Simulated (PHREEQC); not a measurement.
Dissolve 0.016 mol/kgw CuSO4, 0.0088 mol/kgw H2SO4 and 3.1e-05 mol/kgw H3BO3 at 20 °C. Closed to the air; pH follows from the charge balance.

All values are PHREEQC results (ion-association model, phreeqc.dat), not measurements.

No solid was allowed to form.

Estimate the pH, ionic strength.

pH 2.01; ionic strength 0.0557 mol/kgw.

In which forms is S present?

SO4-2 53 %, HSO4- 25 %, CuSO4 23 % of the S.
